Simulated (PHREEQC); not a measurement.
Model water analysis in mg/kgw, 25 °C, pH 5.97, pe 11.6: Na 6.91; K 0.352; Ca 7.25; Mg 0.826; Cl 5.98; S(6) as SO4 6.73; Alkalinity as HCO3 27.6; Br 1.49; Si as SiO2 1.13; O(0) (dissolved oxygen) 0.0964; Cd 0.14; Ni 0.421; Sr 0.0298.

Cl is adjusted to close the charge balance.
Valence states are taken as typed.

The numbers come from PHREEQC with the ion-association model, wateq4f.dat.

```json
[
 {"quantity": "Ni+2 (mol/kgw)", "before": "6.05e-6", "after": "1.07e-5"},
 {"quantity": "SI of Quartz (SiO2)", "before": "-0.75", "after": "-0.44"},
 {"quantity": "SI of Otavite (CdCO3)", "before": "-1.61", "after": "-1.05"}
]
```

Problem. Which change was made?
(A) Si from 1.13 to 2.26 mg/kgw
(B) K from 0.352 to 1.06 mg/kgw
(C) all concentrations times 2 at the same typed pH
(D) pH from 5.97 to 5.67 at the same alkalinity

Solution. C, all concentrations times 2 at the same typed pH

This is a speciation only: nothing precipitates in the calculation. The database's nickel carbonate constants are estimates that later reviews lower a good deal.
